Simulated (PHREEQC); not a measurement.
Solution (58 °C): 0.056 mol/kgw HF, 0.00034 mol/kgw KF and 3.3e-06 mol/kgw H4SiO4. Closed to the air; pH follows from the charge balance.

The numbers come from PHREEQC with the ion-association model, wateq4f.dat.

Each row changes one thing in this solution. This is a speciation only: nothing precipitates in the calculation.

```csv
case,pH,ionic strength (mol/kgw),HF (mol/kgw),F- (mol/kgw),HF2- (mol/kgw),SI of Quartz (SiO2)
as made,2.36,0.00504,0.0471,0.00417,0.000863,-7.13
diluted 100-fold with water,3.52,0.000309,0.000254,0.000308,3.44e-7,-3.94
HF from 0.056 to 0.028 mol/kgw,2.54,0.00344,0.0237,0.00311,0.000324,-5.68
temperature from 58 to 55 °C,2.35,0.00516,0.0467,0.00427,0.000874,-7.31
diluted 10-fold with water,2.91,0.00131,0.00427,0.00129,2.42e-5,-3.23
KF replaced by K2SO4 at the same molality,2.35,0.00568,0.0469,0.00409,0.000844,-7.11
HF from 0.056 to 0.112 mol/kgw,2.18,0.00754,0.0905,0.00538,0.00214,-8.50
H4SiO4 replaced by K2SiO3 at the same molality,2.36,0.00504,0.0471,0.00417,0.000864,-7.13
HF left out,6.68,0.000340,1.97e-7,0.000340,2.93e-10,-1.94
```

wateq4f.dat counts part of the HF as a dimer, H2F2, which phreeqc.dat doesn't know; its constant is uncertain. Away from 25 °C the constants follow the database's enthalpies or fits; those with neither stay at their 25 °C values. SiF6-2 is the database's only silicon fluoride.
